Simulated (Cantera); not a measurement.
Source: NASA polynomial tables (part measured, part estimated), evaluated in Cantera. Values are per mole of reaction as written; species without (g) are pure solids or liquids, kept so even where they would boil at 1 bar.

**Question.** Between 300 and 1275 K, where is each reaction favourable under standard conditions?
- 2 H₂O(g) + O₂(g) + 2 Sr → 2 Sr(OH)₂
- Sr(OH)₂ → 2 OH(g) + Sr

**Answer.** 
- 2 H₂O(g) + O₂(g) + 2 Sr → 2 Sr(OH)₂: ΔG° is -1305 kJ at 300 K and -887 kJ at 1275 K; it stays negative (K > 1). ΔH° is -1340 kJ and ΔS° -355 J/K at 1275 K.
- Sr(OH)₂ → 2 OH(g) + Sr: ΔG° is 950 kJ at 300 K and 660 kJ at 1275 K; it stays positive (K < 1). ΔH° is 995 kJ and ΔS° 263 J/K at 1275 K.
